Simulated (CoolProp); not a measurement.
A Linde-Hampson liquefier for oxygen: isothermal reversible compression at 250 K from 1 atm to 40 MPa, throttling to 1 atm, return gas leaving the recuperator 0 K below the feed. Each further row changes one setting.

Model: reference Helmholtz-energy equation of state, Schmidt 1985, in CoolProp.

```json
[
 {"case": "as stated", "liquid yield per pass": "0.242", "compression work (kJ/kg of gas)": "369"},
 {"case": "high pressure 80 MPa", "liquid yield per pass": "0.231", "compression work (kJ/kg of gas)": "…"},
 {"case": "warm-end temperature 280 K", "liquid yield per pass": "0.185", "compression work (kJ/kg of gas)": "…"},
 {"case": "warm-end gap 5 K", "liquid yield per pass": "…", "compression work (kJ/kg of gas)": "369"}
]
```

### Question
Complete the blanks.

### Answer

- high pressure 80 MPa, compression work (kJ/kg of gas): 425
- warm-end temperature 280 K, compression work (kJ/kg of gas): 423
- warm-end gap 5 K, liquid yield per pass: 0.232
